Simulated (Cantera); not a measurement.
A perfectly stirred reactor is fed with C2H6 : N2 = 1 : 11 (molar parts), at 87000 Pa; it is held at 1725 K, and followed from long to short residence time.

Cantera simulation using GRI-Mech 3.0 (53 species, 325 reactions); the numbers are that mechanism's predictions, not measurements. GRI-Mech 3.0 stops at C3 and has no aromatics, soot or wall deposition, so with more carbon than oxygen in the feed, carbon stays in small species such as C2H2 where larger ones or solid carbon would form.

One state of this run: x C2H6 = 0.000526; x HCN = 2.10e-6; x C2H = 6.50e-7; x CH4 = 0.0228; x H = 0.000191; x CH2 = 1.26e-6; x C2H4 = 0.00245. x: mole fraction; the columns are a selection and need not sum to one.

Task: Which value of τ (s) does it belong to?
A. 0.042
B. 0.0053
C. 0.00024
D. 0.93

Result: B, 0.0053
